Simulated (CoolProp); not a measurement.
A single-stage vapour-compression cycle with R404A: evaporating at 264.15 K (dew point), condensing at 288.15 K (bubble point), superheat 0 K, subcooling 0 K, compressor efficiency 0.7, no pressure losses. Each further row changes one setting.

The numbers come from the reference Helmholtz-energy equation of state, Lemmon 2003 in CoolProp. It is a pseudo-pure fit of the blend.

```csv
case,cooling COP,pressure ratio,discharge temperature (K),refrigerating effect (kJ/kg),volumetric capacity (kJ/m³)
as stated,6.47,2.14,297.6,140,3170
evaporating temperature 269.15 K,8.48,1.81,___,___,3810
condensing temperature 283.15 K,8.39,1.86,___,147,3330
subcooling 5 K,6.80,2.14,297.6,147,3330
superheat 10 K,___,2.14,___,149,3190
compressor efficiency 0.6,5.54,2.14,___,140,3170
```

Q: Fill in the missing entries.

A: 
- evaporating temperature 269.15 K, discharge temperature (K): 295.6
- evaporating temperature 269.15 K, refrigerating effect (kJ/kg): 142
- condensing temperature 283.15 K, discharge temperature (K): 291.1
- superheat 10 K, cooling COP: 6.49
- superheat 10 K, discharge temperature (K): 307.8
- compressor efficiency 0.6, discharge temperature (K): 301.0
